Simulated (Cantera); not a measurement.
## Thermodynamics of oxide etching and cleaning by halides, feed CuO + NF₃ + H₂

Charge: 1 mol CuO, 0.52 mol NF₃, 0.83 mol H₂, held at 1.00 bar.

Method: chemical equilibrium by Gibbs-energy minimisation in Cantera with the NASA 1993 tables (ideal gas, pure condensed phases). Candidate condensed phases: Cu, CuF₂, CuO, Cu(OH)₂, Cu₂O, H₂O; 45 gas species. Mutual solubility and eutectic melting of coexisting phases are not modelled. The numbers say what is thermodynamically allowed, not how fast it happens.

From 700 °C to 925 °C the condensed part is CuO(s) + Cu₂O(s). From 1000 °C to 1225 °C the condensed part is Cu₂O(s). The main Cu-bearing gas is CuF₂ at 700 °C and CuF at 1225 °C.

| T (°C) | x HF | x N₂ | x O₂ | x H₂O | x CuF | n CuO(s) | n Cu₂O(s) |
|---|---|---|---|---|---|---|---|
| 700 | 0.834 | 0.139 | 5.29e-5 | 0.0267 | 4.44e-7 | 0.900 | 0.0502 |
| 775 | 0.834 | 0.139 | 0.000558 | 0.0267 | 3.01e-6 | 0.896 | 0.0521 |
| 850 | 0.831 | 0.138 | 0.00423 | 0.0267 | 1.56e-5 | 0.868 | 0.0659 |
| 925 | 0.813 | 0.136 | 0.0247 | 0.0262 | 6.48e-5 | 0.711 | 0.145 |
| 1000 | 0.744 | 0.124 | 0.107 | 0.0241 | 0.000218 | 0 | 0.500 |
| 1075 | 0.743 | 0.124 | 0.107 | 0.0245 | 0.000658 | 0 | 0.499 |
| 1150 | 0.741 | 0.124 | 0.107 | 0.0252 | 0.00174 | 0 | 0.498 |
| 1225 | 0.738 | 0.124 | 0.107 | 0.0265 | 0.00410 | 0 | 0.495 |
x: gas mole fraction; n: condensed amount in mol.
